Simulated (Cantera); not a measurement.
A Cantera script and what it prints.

```python
import numpy as np
import cantera as ct

gas_names = [...]  # 113 gases of nasa_gas.yaml made of C, H, O, Ti
cond_names = """
    C(gr) C6H6(L) C7H8(L) C8H18(L),n-octa H2O(s) H2O(L) Ti(a) Ti(b) Ti(L) TiC(s) TiC(L) TiO(a) TiO(b)
    TiO(L) TiO2(ru) TiO2(L) Ti2O3(a) Ti2O3(b) Ti2O3(L) Ti3O5(a) Ti3O5(b) Ti3O5(L) Ti4O7(s) Ti4O7(L)
""".split()


# ... load() reads the species with a 1 bar reference pressure and builds the phases ...
atoms = {
    'Ti(OiPr)4': {'Ti': 1, 'C': 12, 'H': 28, 'O': 4},
    'H2O': {'H': 2, 'O': 1},
    'H2': {'H': 2},
}
top_T = {'C(gr)': 4500}  # K; cautious upper limits of use, not melting points


# ... equilibrate(T, P, feed) seeds the gas with the atoms and calls Mixture.equilibrate('TP', solver="vcs", rtol=1e-11, max_steps=5000) ...
results = []
feed = {'Ti(OiPr)4': 1, 'H2O': 9.8, 'H2': 41}  # mol
for P in [10, 46, 220, 1000, 4600, 22000, 100000]:
    for T in [1423, 1498, 1573, 1648, 1723, 1798, 1873, 1948, 2023]:
        mix = equilibrate(T, P, feed)
        results.append((T, P, feed, dict(zip(mix.species_names, mix.species_moles))))

for T, P, feed, n in results:
    print(f"{T:7g} {P:10.4g}  " + (" + ".join(c for c in cond_names if n.get(c, 0) > 1e-12) or "gas only"))
```

It prints:

```
   1423         10  Ti3O5(b)
   1498         10  Ti3O5(b)
   1573         10  Ti3O5(b)
   1648         10  Ti3O5(b)
   1723         10  Ti3O5(b)
   1798         10  Ti3O5(b)
   1873         10  Ti2O3(b) + Ti3O5(b)
   1948         10  Ti2O3(b) + Ti3O5(b)
   2023         10  Ti3O5(b)
   1423         46  Ti3O5(b)
   1498         46  Ti3O5(b)
   1573         46  Ti3O5(b)
   1648         46  Ti3O5(b)
   1723         46  Ti3O5(b)
   1798         46  Ti3O5(b)
   1873         46  Ti2O3(b) + Ti3O5(b)
   1948         46  Ti2O3(b) + Ti3O5(b)
   2023         46  Ti2O3(b) + Ti3O5(b)
   1423        220  Ti3O5(b)
   1498        220  Ti3O5(b)
   1573        220  Ti3O5(b)
   1648        220  Ti3O5(b)
   1723        220  Ti3O5(b)
   1798        220  Ti3O5(b)
   1873        220  Ti2O3(b) + Ti3O5(b)
   1948        220  Ti2O3(b) + Ti3O5(b)
   2023        220  Ti2O3(b) + Ti3O5(b)
   1423       1000  Ti3O5(b)
   1498       1000  Ti3O5(b)
   1573       1000  Ti3O5(b)
   1648       1000  Ti3O5(b)
   1723       1000  Ti3O5(b)
   1798       1000  Ti3O5(b)
   1873       1000  Ti2O3(b) + Ti3O5(b)
   1948       1000  Ti2O3(b) + Ti3O5(b)
   2023       1000  Ti2O3(b) + Ti3O5(b)
   1423       4600  Ti3O5(b)
   1498       4600  Ti3O5(b)
   1573       4600  Ti3O5(b)
   1648       4600  Ti3O5(b)
   1723       4600  Ti3O5(b)
   1798       4600  Ti3O5(b)
   1873       4600  Ti2O3(b) + Ti3O5(b)
   1948       4600  Ti2O3(b) + Ti3O5(b)
   2023       4600  Ti2O3(b) + Ti3O5(b)
   1423    2.2e+04  Ti3O5(b)
   1498    2.2e+04  Ti3O5(b)
   1573    2.2e+04  Ti3O5(b)
   1648    2.2e+04  Ti3O5(b)
   1723    2.2e+04  Ti3O5(b)
   1798    2.2e+04  Ti3O5(b)
   1873    2.2e+04  Ti2O3(b) + Ti3O5(b)
   1948    2.2e+04  Ti2O3(b) + Ti3O5(b)
   2023    2.2e+04  Ti2O3(b) + Ti3O5(b)
   1423      1e+05  Ti3O5(b) + Ti4O7(s)
   1498      1e+05  Ti3O5(b)
   1573      1e+05  Ti3O5(b)
   1648      1e+05  Ti3O5(b)
   1723      1e+05  Ti3O5(b)
   1798      1e+05  Ti3O5(b)
   1873      1e+05  Ti2O3(b) + Ti3O5(b)
   1948      1e+05  Ti2O3(b) + Ti3O5(b)
   2023      1e+05  Ti2O3(b) + Ti3O5(b)
```

Cantera equilibrium calculation (NASA polynomials, part measured and part estimated; ideal gas, pure solids and liquids). The feed counts by its element totals alone. Mutual solubility and eutectic melting of coexisting phases are not modelled. Condensed phases not in the tables: Magnéli phases beyond Ti4O7.
